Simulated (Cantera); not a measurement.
A Cantera script and its output.

```python
import numpy as np
import cantera as ct

gas = ct.Solution("h2o2.yaml")
gas.TPX = 1025, 100000, {'H2': 0.47, 'O2': 1, 'N2': 0.73}
inlet = ct.Reservoir(gas, clone=True)

reactor = ct.IdealGasConstPressureReactor(gas, energy="off", clone=False)
exhaust = ct.Reservoir(gas, clone=True)
tau = [4, 1.7, 0.68, 0.28, 0.12, 0.048, 0.02, 0.0082][0]
for a, b in ((inlet, reactor), (reactor, exhaust)):
    ct.MassFlowController(a, b, mdot=lambda t: reactor.mass / tau)
net = ct.ReactorNet([reactor])
show = ['H2', 'O2', 'O', 'HO2', 'H']

rows = []
print(f"{'tau/s':>10s}{'T/K':>9s}" + "".join(f"{s:>11s}" for s in show))
for tau in [4, 1.7, 0.68, 0.28, 0.12, 0.048, 0.02, 0.0082]:
    net.initial_time = 0.0
    net.advance(30 * tau)
    before = gas.X
    net.advance(40 * tau)
    drift = np.max(np.abs(gas.X - before) / (gas.X + 1e-9))
    rows.append([gas.T, *gas[show].X, drift])
    print(f"{tau:10.3e}{gas.T:9.1f}" + "".join(f"{x:11.3e}" for x in gas[show].X))
```

Result:

```
     tau/s      T/K         H2         O2          O        HO2          H
 4.000e+00   1025.0  3.132e-03  3.902e-01  4.837e-07  3.121e-05  4.917e-08
 1.700e+00   1025.0  5.561e-03  3.910e-01  7.907e-07  4.763e-05  1.134e-07
 6.800e-01   1025.0  1.045e-02  3.924e-01  1.235e-06  7.390e-05  2.739e-07
 2.800e-01   1025.0  1.951e-02  3.951e-01  1.775e-06  1.102e-04  6.294e-07
 1.200e-01   1025.0  3.509e-02  3.997e-01  2.401e-06  1.546e-04  1.346e-06
 4.800e-02   1025.0  6.118e-02  4.075e-01  3.354e-06  2.076e-04  2.907e-06
 2.000e-02   1025.0  8.836e-02  4.157e-01  5.081e-06  2.568e-04  5.863e-06
 8.200e-03   1025.0  1.071e-01  4.214e-01  9.182e-06  3.076e-04  1.230e-05
```

Cantera simulation using the H2/O2 subset of GRI-Mech 3.0, which has no nitrogen chemistry; the numbers are that mechanism's predictions, not measurements. The temperature is held fixed by assumption; the heat of reaction is taken as removed at once.
